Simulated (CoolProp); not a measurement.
Vapour-liquid equilibrium of nitrogen (1) + methane (2) at 103.5 K; x and y are mole fractions of (1).

Values from CoolProp's multi-fluid Helmholtz-energy mixture model, Span 2000 and Setzmann 1991; pair parameters Kunz 2012.

| x | bubble pressure (kPa) | y at the bubble point | dew pressure at overall composition x (kPa) | liquid density (mol/L) |
|---|---|---|---|---|
| 0.05 | 131.6 | 0.631 | 51.44 | 26.97 |
| 0.15 | 268.4 | 0.826 | 57.54 | 26.79 |
| 0.25 | 377.4 | 0.882 | 65.28 | 26.59 |
| 0.35 | 467.6 | 0.910 | 75.34 | 26.36 |
| 0.45 | 545.9 | 0.928 | 88.94 | 26.11 |
| 0.55 | 617.6 | 0.941 | 108.4 | 25.82 |
| 0.65 | 687.6 | 0.953 | 138.5 | 25.49 |
| 0.75 | 760.2 | 0.965 | 191.5 | 25.11 |
| 0.85 | 839.9 | 0.978 | 307.4 | 24.66 |
| 0.95 | 931.8 | 0.992 | 667.0 | 24.13 |

No azeotrope shows between x = 0.05 and 0.95.

The pair parameters rest on a limited set of measurements; away from them the model extrapolates. The gap from Raoult's law changes sign with composition, which may be real or a fault of the pair parameters; it wasn't checked against measurements.
